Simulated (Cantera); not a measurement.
A perfectly stirred reactor is fed with CH3OH : O2 : N2 = 1 : 1.36 : 5.13 (molar parts), equivalence ratio 1.1, at 1.09 atm; it is adiabatic with a 325 K inlet, and is followed from long to short residence time, starting on the burning branch (τ in s: 0.15, 0.067, 0.031, 0.014, 0.0063, 0.0029, 0.0013, 0.00059, 0.00027, 0.00012, 5.5e-05, 2.5e-05, 1.1e-05).

Computed with Cantera and GRI-Mech 3.0 (53 species, 325 reactions). GRI-Mech 3.0 was tuned for natural gas; its chemistry of methanol as a main component is partial and can be far from experiment.

**Question.** What does this change do: O2 1.36 to 1.8 parts?

**Answer.** 
```json
[
 {"quantity": "blow-out, bracketed by the residence times tried", "before": "burning at 0.120 ms, out at 55.0 µs", "after": "burning at 55.0 µs, out at 25.0 µs"},
 {"quantity": "x(CH3OH) at τ = 0.150 s", "before": "7.48e-7", "after": "4.13e-7"},
 {"quantity": "x(O2) at τ = 0.150 s", "before": "0.00144", "after": "0.0360"},
 {"quantity": "x(OH) at τ = 0.150 s", "before": "0.00284", "after": "0.00686"},
 {"quantity": "x(C2H) at τ = 0.150 s", "before": "<1e-12", "after": "<1e-12"},
 {"quantity": "x(C2H4) at τ = 0.150 s", "before": "6.11e-12", "after": "<1e-12"},
 {"quantity": "x(CH3OH) at τ = 1.30 ms", "before": "2.27e-5", "after": "2.20e-5"},
 {"quantity": "x(O2) at τ = 1.30 ms", "before": "0.0104", "after": "0.0441"},
 {"quantity": "x(OH) at τ = 1.30 ms", "before": "0.00762", "after": "0.0112"},
 {"quantity": "x(C2H) at τ = 1.30 ms", "before": "1.67e-11", "after": "1.19e-12"},
 {"quantity": "x(C2H4) at τ = 1.30 ms", "before": "9.50e-10", "after": "1.09e-10"}
]
```

**Question.** What does this change do: N2 5.13 to 7.5 parts?

**Answer.** 
```tsv
quantity	before	after
blow-out, bracketed by the residence times tried	burning at 0.120 ms, out at 55.0 µs	burning at 0.270 ms, out at 0.120 ms
x(CH3OH) at τ = 0.150 s	7.48e-7	1.49e-6
x(O2) at τ = 0.150 s	0.00144	0.000622
x(OH) at τ = 0.150 s	0.00284	0.00113
x(C2H) at τ = 0.150 s	<1e-12	<1e-12
x(C2H4) at τ = 0.150 s	6.11e-12	7.61e-12
x(CH3OH) at τ = 1.30 ms	2.27e-5	3.62e-5
x(O2) at τ = 1.30 ms	0.0104	0.00714
x(OH) at τ = 1.30 ms	0.00762	0.00354
x(C2H) at τ = 1.30 ms	1.67e-11	3.58e-11
x(C2H4) at τ = 1.30 ms	9.50e-10	6.19e-9
```
